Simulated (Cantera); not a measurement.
## Premixed flame

A freely propagating, adiabatic, planar premixed flame of 41.4 % H₂, 12.2 % O₂, 46.4 % N₂, equivalence ratio 1.7, unburnt at 325 K and 240 Torr; multicomponent transport, grid criteria slope 0.08 and curve 0.16, no radiation.

Model: the H2/O2 subset of GRI-Mech 3.0, which has no nitrogen chemistry, integrated in Cantera. Burning velocities carry a grid error of a few per cent, more on coarse grids.

```json
[
 {"z (mm)": "-4.69", "T (K)": "325", "u (m/s)": "3.03", "x H₂": "0.414", "x O₂": "0.122", "x OH": "<1e-8", "x HO₂": "<1e-8", "x H₂O": "<1e-8", "x H₂O₂": "<1e-8"},
 {"z (mm)": "-3.13", "T (K)": "325", "u (m/s)": "3.03", "x H₂": "0.414", "x O₂": "0.122", "x OH": "<1e-8", "x HO₂": "<1e-8", "x H₂O": "<1e-8", "x H₂O₂": "<1e-8"},
 {"z (mm)": "-2.35", "T (K)": "325", "u (m/s)": "3.03", "x H₂": "0.414", "x O₂": "0.122", "x OH": "<1e-8", "x HO₂": "<1e-8", "x H₂O": "<1e-8", "x H₂O₂": "<1e-8"},
 {"z (mm)": "-1.56", "T (K)": "325", "u (m/s)": "3.03", "x H₂": "0.414", "x O₂": "0.122", "x OH": "<1e-8", "x HO₂": "<1e-8", "x H₂O": "<1e-8", "x H₂O₂": "<1e-8"},
 {"z (mm)": "-0.782", "T (K)": "334", "u (m/s)": "3.11", "x H₂": "0.413", "x O₂": "0.122", "x OH": "9.25e-6", "x HO₂": "6.16e-5", "x H₂O": "0.000126", "x H₂O₂": "4.25e-6"},
 {"z (mm)": "-0.391", "T (K)": "612", "u (m/s)": "5.58", "x H₂": "0.382", "x O₂": "0.115", "x OH": "0.000838", "x HO₂": "0.000112", "x H₂O": "0.0200", "x H₂O₂": "5.41e-5"},
 {"z (mm)": "0", "T (K)": "1054", "u (m/s)": "9.30", "x H₂": "0.277", "x O₂": "0.0799", "x OH": "0.00150", "x HO₂": "3.31e-5", "x H₂O": "0.101", "x H₂O₂": "1.09e-6"},
 {"z (mm)": "0.391", "T (K)": "1341", "u (m/s)": "11.7", "x H₂": "0.170", "x O₂": "0.0214", "x OH": "0.00373", "x HO₂": "8.17e-6", "x H₂O": "0.213", "x H₂O₂": "6.50e-7"},
 {"z (mm)": "0.782", "T (K)": "1461", "u (m/s)": "12.6", "x H₂": "0.146", "x O₂": "0.00474", "x OH": "0.00442", "x HO₂": "1.70e-6", "x H₂O": "0.246", "x H₂O₂": "4.76e-7"},
 {"z (mm)": "1.56", "T (K)": "1575", "u (m/s)": "13.5", "x H₂": "0.149", "x O₂": "0.00196", "x OH": "0.00516", "x HO₂": "6.44e-7", "x H₂O": "0.254", "x H₂O₂": "3.55e-7"},
 {"z (mm)": "3.13", "T (K)": "1696", "u (m/s)": "14.5", "x H₂": "0.158", "x O₂": "0.00143", "x OH": "0.00566", "x HO₂": "4.33e-7", "x H₂O": "0.257", "x H₂O₂": "2.20e-7"},
 {"z (mm)": "6.25", "T (K)": "1818", "u (m/s)": "15.3", "x H₂": "0.166", "x O₂": "0.000941", "x OH": "0.00561", "x HO₂": "2.75e-7", "x H₂O": "0.261", "x H₂O₂": "1.18e-7"},
 {"z (mm)": "12.5", "T (K)": "1928", "u (m/s)": "16.1", "x H₂": "0.174", "x O₂": "0.000532", "x OH": "0.00496", "x HO₂": "1.61e-7", "x H₂O": "0.265", "x H₂O₂": "5.96e-8"}
]
```
x: mole fraction of selected species; z is measured from the peak of heat release.

```
Property                    Result
------------------------  --------
laminar burning velocity  303 cm/s
thermal thickness          1.56 mm
peak x(OH)                 0.00572
peak x(HO₂)               0.000232
peak x(H₂O₂)               6.70e-5
grid points                    141
```
